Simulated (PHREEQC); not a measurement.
Solution (25 °C): 170 mmol/kgw KBr and 0.17 mmol/kgw Zn(NO3)2. Closed to the air; pH follows from the charge balance.

All values are PHREEQC results (ion-association model, phreeqc.dat), not measurements.

**Question.** The ionic strength comes out as 0.171 mol/kgw. What activity coefficients do K+, Zn+2, Br-, ZnBr+, NO3- get?

**Answer.** K+ 0.72, Zn+2 0.31, Br- 0.71, ZnBr+ 0.75, NO3- 0.71.

No solid was allowed to form.
